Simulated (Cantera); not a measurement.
Feed: 1 mol V2O5, 29 mol H2, held at 1 atm.

Cantera equilibrium calculation (NASA polynomials, part measured and part estimated; ideal gas, pure solids and liquids). Candidate condensed phases: H2O, V, VO, V2O3, V2O4, V2O5; 12 gas species. Condensed phases not in the tables: the oxides between V2O3 and V2O5 other than VO2. Kinetics and transport are ignored. All values below are at 2150 K.

Base state: H2 0.927, H2O 0.0687, H 0.00403, VO2 0.000141, OH 3.86e-5, VO 1.28e-5 (mole fractions); condensed: V2O3(s).

### Question
What changes in the equilibrium state with this change: H2 from 29 to 2.2 mol?

### Answer
| species | before | after |
|---|---|---|
| H2O | 0.0687 | 0.904 |
| H2 | 0.927 | 0.0918 |
| VO2 | 0.000141 | 0.00162 |
| H | 0.00403 | 0.00127 |
| O2 | 3.72e-9 | 6.57e-5 |
| O | 1.18e-7 | 1.57e-5 |
| OH | 3.86e-5 | 0.00161 |
| V2O3(s), mol | 0.998 | 0.998 |
